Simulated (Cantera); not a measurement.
A Cantera script and its output.

```python
import numpy as np
import cantera as ct

gas = ct.Solution("gri30.yaml")
gas.TPX = 1375, 33000, {'CH4': 1, 'CO': 0.95, 'O2': 1.65, 'N2': 6.2, 'H2O': 0.53, 'CO2': 0.54}
reactor = ct.IdealGasReactor(gas, energy="on", clone=False)
net = ct.ReactorNet([reactor])
net.rtol, net.atol = 1e-08, 1e-16
show = ['CH4', 'CO', 'O2', 'C2H2', 'H2O2', 'HO2', 'N2O']
times = np.geomspace(2e-06, 2, 15)

steps = ct.SolutionArray(gas, extra=["t"])
rows = []
print(f"{'t/s':>10s}{'T/K':>9s}{'P/Pa':>11s}" + "".join(f"{s:>11s}" for s in show))
for t in times:
    while net.time < t:
        t_next = net.step()
        steps.append(gas.state, t=t_next)
    rows.append([np.interp(t, steps.t, y) for y in (steps.T, steps.P, *steps(*show).X.T)])
    print(f"{t:10.3e}{rows[-1][0]:9.1f}{rows[-1][1]:11.4g}" + "".join(f"{x:11.3e}" for x in rows[-1][2:]))
rate = np.gradient(steps.T, steps.t)
print("integrator steps:", len(steps.t))
if steps.T.max() > steps.T[0] + 200:
    print(f"time of steepest temperature rise: {steps.t[rate.argmax()]:.4e} s")
gas.TPX = 1375, 33000, {'CH4': 1, 'CO': 0.95, 'O2': 1.65, 'N2': 6.2, 'H2O': 0.53, 'CO2': 0.54}
gas.equilibrate("UV")
print(f"equilibrium (UV): T = {gas.T:.1f} K  " + "  ".join(f"{s} {gas[s].X[0]:.3e}" for s in show))
```

Output:

```
       t/s      T/K       P/Pa        CH4         CO         O2       C2H2       H2O2        HO2        N2O
 2.000e-06   1375.0    3.3e+04  9.200e-02  8.740e-02  1.518e-01  1.539e-20  6.965e-12  7.513e-09  1.440e-15
 5.365e-06   1375.0    3.3e+04  9.200e-02  8.740e-02  1.518e-01  1.408e-19  4.851e-11  1.991e-08  5.274e-15
 1.439e-05   1375.0    3.3e+04  9.200e-02  8.740e-02  1.518e-01  1.334e-18  3.201e-10  5.160e-08  2.109e-14
 3.861e-05   1375.0    3.3e+04  9.200e-02  8.740e-02  1.518e-01  1.819e-17  1.838e-09  1.263e-07  9.650e-14
 1.036e-04   1375.0    3.3e+04  9.199e-02  8.740e-02  1.518e-01  7.138e-16  7.597e-09  2.684e-07  4.833e-13
 2.779e-04   1375.0    3.3e+04  9.199e-02  8.740e-02  1.518e-01  4.931e-14  1.710e-08  4.268e-07  2.236e-12
 7.455e-04   1375.0    3.3e+04  9.198e-02  8.739e-02  1.518e-01  4.125e-12  2.127e-08  4.966e-07  8.306e-12
 2.000e-03   1375.3  3.301e+04  9.190e-02  8.738e-02  1.517e-01  4.260e-10  3.107e-08  7.235e-07  2.945e-11
 5.365e-03   1378.2  3.308e+04  9.133e-02  8.734e-02  1.514e-01  3.807e-08  1.092e-07  2.325e-06  1.682e-10
 1.439e-02   1430.9   3.44e+04  8.302e-02  8.846e-02  1.453e-01  9.962e-06  1.458e-06  2.423e-05  3.043e-09
 3.861e-02   2671.1  6.776e+04  2.426e-14  1.266e-01  5.581e-03  6.230e-17  1.047e-07  1.693e-06  1.560e-07
 1.036e-01   2671.1  6.776e+04  2.426e-14  1.266e-01  5.580e-03  6.230e-17  1.047e-07  1.693e-06  1.560e-07
 2.779e-01   2671.1  6.776e+04  2.426e-14  1.266e-01  5.580e-03  6.230e-17  1.047e-07  1.693e-06  1.560e-07
 7.455e-01   2671.1  6.776e+04  2.426e-14  1.266e-01  5.580e-03  6.230e-17  1.047e-07  1.693e-06  1.560e-07
 2.000e+00   2671.1  6.776e+04  2.426e-14  1.266e-01  5.580e-03  6.230e-17  1.047e-07  1.693e-06  1.560e-07
integrator steps: 2136
time of steepest temperature rise: 1.6098e-02 s
equilibrium (UV): T = 2671.1 K  CH4 3.018e-14  CO 1.266e-01  O2 5.580e-03  C2H2 6.632e-17  H2O2 1.047e-07  HO2 1.693e-06  N2O 1.560e-07
```

Model: GRI-Mech 3.0 (53 species, 325 reactions), integrated in Cantera.
